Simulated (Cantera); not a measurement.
Cantera run, input and output.

```python
import numpy as np
import cantera as ct

gas = ct.Solution("gri30.yaml")
gas.TPX = 1050, 960, {'H2': 0.25, 'O2': 1}
inlet = ct.Reservoir(gas, clone=True)

reactor = ct.IdealGasConstPressureReactor(gas, energy="off", clone=False)
exhaust = ct.Reservoir(gas, clone=True)
tau = [0.52, 0.27, 0.14, 0.075, 0.04, 0.021, 0.011, 0.0057, 0.003][0]
for a, b in ((inlet, reactor), (reactor, exhaust)):
    ct.MassFlowController(a, b, mdot=lambda t: reactor.mass / tau)
net = ct.ReactorNet([reactor])
show = ['H2', 'O2', 'OH', 'O', 'HO2']

rows = []
print(f"{'tau/s':>10s}{'T/K':>9s}" + "".join(f"{s:>11s}" for s in show))
for tau in [0.52, 0.27, 0.14, 0.075, 0.04, 0.021, 0.011, 0.0057, 0.003]:
    net.initial_time = 0.0
    net.advance(30 * tau)
    before = gas.X
    net.advance(40 * tau)
    drift = np.max(np.abs(gas.X - before) / (gas.X + 1e-9))
    rows.append([gas.T, *gas[show].X, drift])
    print(f"{tau:10.3e}{gas.T:9.1f}" + "".join(f"{x:11.3e}" for x in gas[show].X))
```

Output:

```
     tau/s      T/K         H2         O2         OH          O        HO2
 5.200e-01   1050.0  1.786e-03  7.733e-01  1.635e-03  3.881e-03  7.726e-06
 2.700e-01   1050.0  2.639e-03  7.711e-01  2.061e-03  5.812e-03  8.618e-06
 1.400e-01   1050.0  3.884e-03  7.677e-01  2.596e-03  8.604e-03  9.360e-06
 7.500e-02   1050.0  5.583e-03  7.631e-01  3.215e-03  1.229e-02  9.867e-06
 4.000e-02   1050.0  8.000e-03  7.565e-01  3.945e-03  1.715e-02  1.012e-05
 2.100e-02   1050.0  1.148e-02  7.478e-01  4.773e-03  2.315e-02  1.009e-05
 1.100e-02   1050.0  1.640e-02  7.382e-01  5.626e-03  2.920e-02  9.761e-06
 5.700e-03   1050.0  2.372e-02  7.302e-01  6.448e-03  3.353e-02  9.237e-06
 3.000e-03   1050.0  3.476e-02  7.273e-01  7.141e-03  3.438e-02  8.644e-06
```

Cantera simulation using GRI-Mech 3.0 (53 species, 325 reactions); the numbers are that mechanism's predictions, not measurements. Radical loss at walls, strong at low pressure, is not modelled. The temperature is held fixed by assumption; the heat of reaction is taken as removed at once.
